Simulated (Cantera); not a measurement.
A freely propagating, adiabatic, planar premixed flame of H2 : O2 : N2 = 1 : 0.581 : 2.19 (molar parts), equivalence ratio 0.86, unburnt at 300 K and 1.90 bar; mixture-averaged transport, grid criteria slope 0.08 and curve 0.16, no radiation.

Computed with Cantera and the H2/O2 subset of GRI-Mech 3.0, which has no nitrogen chemistry. Burning velocities carry a grid error of a few per cent, more on coarse grids.

x: mole fraction of selected species; z is measured from the peak of heat release.

```
z (mm)   T (K)  u (m/s)     x H2    x O2   x H2O2    x H2O      x O     x HO2
-------  -----  -------  -------  ------  -------  -------  -------  --------
-0.465     300     1.74    0.265   0.154    <1e-8    <1e-8    <1e-8     <1e-8
-0.310     300     1.74    0.265   0.154    <1e-8  8.09e-8    <1e-8     <1e-8
-0.232     300     1.74    0.265   0.154    <1e-8  6.36e-7    <1e-8   1.73e-8
-0.155     301     1.74    0.262   0.155      [?]      [?]      [?]       [?]
-0.0775    351     1.97    0.237   0.159  2.81e-5  0.00242  1.63e-6  0.000109
-0.0387    [?]     3.54      [?]   0.153      [?]      [?]      [?]       [?]
0         1116     5.86    0.121   0.123  4.25e-5    0.105  0.00186  0.000244
0.0387    1442     7.51   0.0639  0.0799  7.12e-6    0.182  0.00565  0.000121
0.0775    1629     8.45   0.0357  0.0539  3.57e-6    0.224  0.00762   6.90e-5
0.155     1816     9.36   0.0224  0.0396  1.74e-6    0.249  0.00723   3.82e-5
0.310     1974     10.1   0.0168  0.0347  9.32e-7    0.263  0.00493   2.23e-5
0.620     2095     10.6   0.0111  0.0314  5.80e-7    0.276  0.00282   1.21e-5
1.24      2174     11.0  0.00616  0.0294  3.93e-7    0.286  0.00143   6.41e-6
```

**Question.** Fill in the missing entries.

**Answer.** 
- -0.155, x H2O2: 1.67e-7
- -0.155, x H2O: 1.81e-5
- -0.155, x O: 2.31e-8
- -0.155, x HO2: 5.60e-7
- -0.0387, T (K): 657
- -0.0387, x H2: 0.188
- -0.0387, x H2O2: 0.000133
- -0.0387, x H2O: 0.0322
- -0.0387, x O: 0.000124
- -0.0387, x HO2: 0.000613
